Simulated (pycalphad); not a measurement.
Computed with pycalphad from the COST 507 light-alloy database (1999), at 1 atm. These are 1990s assessments: newer ones move some temperatures and phases. Diffusion is slow at the low end, where real alloys seldom reach equilibrium.

Task: How does the equilibrium phase assembly of Hf-0.9955C (wt.%) change on cooling from 3300 K to 500 K?

Result: 
```json
[
 {"T (K)": "2649.1", "phases above": "FCC_A1 + LIQUID", "phases below": "HCP_A3 + LIQUID"},
 {"T (K)": "2641.0", "phases above": "HCP_A3 + LIQUID", "phases below": "HCP_A3"},
 {"T (K)": "2589.8", "phases above": "HCP_A3", "phases below": "FCC_A1 + HCP_A3"}
]
```
Changes were sought between steps of 100 K, so a narrower field can be missed. At the top of the range, 3300 K, the alloy is not yet fully liquid: it holds LIQUID + FCC_A1.

FCC_A1 is fcc; HCP_A3 is hcp. The fcc model also describes the rock-salt carbide or nitride (TiC, TiN, HfC).
